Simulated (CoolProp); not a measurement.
R113 along the isotherm 500 K: density (kg/m³) from the reference equation and from simpler models built on Tc = 487.2 K, pc = 3392 kPa, ω = 0.253; each cubic takes its own stable root.

Computed with CoolProp (reference Helmholtz-energy equation of state, Marx 1992).

```tsv
p (kPa)	phase	reference	ideal gas	van der Waals	Redlich-Kwong	Soave-Redlich-Kwong	Peng-Robinson
3390	gas	275.1	152.8	269.0	277.8	270.5	285.1
6780	supercritical	956.9	305.6	704.7	842.2	829.2	916.0
10200	supercritical	1050	459.7	777.8	957.3	948.7	1052
13600	supercritical	1105	613.0	822.4	1029	1022	1135
17000	supercritical	1146	766.2	855.0	1082	1076	1196
20400	supercritical	1178	919.5	880.7	1124	1119	1244
23700	supercritical	1204	1068	901.3	1158	1154	1282
27100	supercritical	1228	1221	919.4	1188	1184	1316
30500	supercritical	1249	1375	935.0	1215	1211	1346
33900	supercritical	1267	1528	948.8	1238	1235	1372
```
